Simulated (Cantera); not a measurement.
Input: 1 mol Fe2O3, 8.5 mol Cl2, 3.4 mol H2, held at 1.00 Torr.

These are equilibrium values from Cantera (NASA tables, ideal gas, pure condensed phases), not measurements of a reactor. Candidate condensed phases: Fe, FeCl2, FeCl3, FeO, Fe(OH)2, Fe(OH)3, Fe2O3, Fe3O4, H2O; 22 gas species. Kinetics and transport are ignored.

### Question
At 1423 K, list the 4 most abundant gas species with their mole fractions, and the condensed phases.

### Answer
HCl 0.443, Cl 0.253, FeCl2 0.124, O2 0.0976. Condensed: gas only.
